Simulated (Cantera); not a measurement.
Input (Python, Cantera) and output of one run.

```python
import numpy as np
import cantera as ct

gas_names = """
    H H2 H2S Pb PbS Pb2 S SH S2 S8
""".split()
cond_names = """
    Pb(cr) Pb(L) PbS(s) PbS(L) S(cr1) S(cr2) S(L)
""".split()


# ... load() reads the species with a 1 bar reference pressure and builds the phases ...
atoms = {
    'PbS': {'Pb': 1, 'S': 1},
    'H2': {'H': 2},
}
top_T = {}  # K; cautious upper limits of use, not melting points


# ... equilibrate(T, P, feed) seeds the gas with the atoms and calls Mixture.equilibrate('TP', solver="vcs", rtol=1e-11, max_steps=5000) ...
results = []
feed = {'PbS': 1, 'H2': 1.2}  # mol
P = 1000  # Pa
for T in [1650, 1700, 1750, 1800, 1850, 1900, 1950, 2000, 2050]:
    mix = equilibrate(T, P, feed)
    results.append((T, P, feed, dict(zip(mix.species_names, mix.species_moles))))

top = {s: max(r[3][s] / sum(r[3][g] for g in gas_names) for r in results) for s in gas_names}
cols = sorted((s for s in top if top[s] > 1e-05), key=lambda s: -top[s])[:7]
seen = [c for c in cond_names if any(r[3].get(c, 0) > 1e-12 for r in results)]
print("log10 of partial pressures in bar; condensed amounts in mol")
print(f"{'T/K':>10s}" + "".join(f"{s[:9]:>10s}" for s in cols + seen))
for T, P, feed, n in results:
    ng = sum(n[g] for g in gas_names)
    print(f"{T:10.4g}" + "".join(f"{np.log10(max(n[s] / ng * P / 1e5, 1e-99)):10.3f}" for s in cols)
          + "".join(f"{n.get(c, 0):10.4g}" for c in seen))
```

Result:

```
log10 of partial pressures in bar; condensed amounts in mol
       T/K        H2       PbS        Pb        S2       H2S        SH         H
      1650    -2.310    -2.534    -2.867    -3.262    -3.668    -4.342    -5.197
      1700    -2.313    -2.568    -2.814    -3.194    -3.722    -4.240    -4.988
      1750    -2.318    -2.607    -2.766    -3.136    -3.776    -4.148    -4.792
      1800    -2.322    -2.648    -2.723    -3.087    -3.832    -4.065    -4.607
      1850    -2.327    -2.693    -2.686    -3.046    -3.887    -3.989    -4.432
      1900    -2.333    -2.741    -2.652    -3.013    -3.943    -3.920    -4.267
      1950    -2.339    -2.792    -2.624    -2.986    -4.000    -3.858    -4.110
      2000    -2.346    -2.846    -2.599    -2.965    -4.057    -3.801    -3.962
      2050    -2.353    -2.902    -2.578    -2.951    -4.115    -3.751    -3.821
```

These are equilibrium values from Cantera (NASA tables, ideal gas, pure condensed phases), not measurements of a reactor.
